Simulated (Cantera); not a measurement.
Charge: 1 mol CH2F2, 0.016 mol HCl, 3.4 mol H2.

Method: chemical equilibrium by Gibbs-energy minimisation in Cantera with the NASA 1993 tables (ideal gas, pure condensed phases). Candidate condensed phases: C, C6H6, C7H8, C8H18; 118 gas species. Equilibrium is a limit: real reactors are often held back by kinetics, nucleation or transport.

Question: What condenses at these points (T in K, P in Pa): (3023, 10); (2123, 3.2); (1373, 100000); (2123, 3200); (2573, 10)?

Answer: 
```json
[
 {"T (K)": "3023", "P in Pa": "10", "condensed phases": "gas only", "C condensed (%)": "0.0"},
 {"T (K)": "2123", "P in Pa": "3.2", "condensed phases": "C", "C condensed (%)": "99.2"},
 {"T (K)": "1373", "P in Pa": "100000", "condensed phases": "C", "C condensed (%)": "98.9"},
 {"T (K)": "2123", "P in Pa": "3200", "condensed phases": "C", "C condensed (%)": "98.9"},
 {"T (K)": "2573", "P in Pa": "10", "condensed phases": "C", "C condensed (%)": "51.3"}
]
```
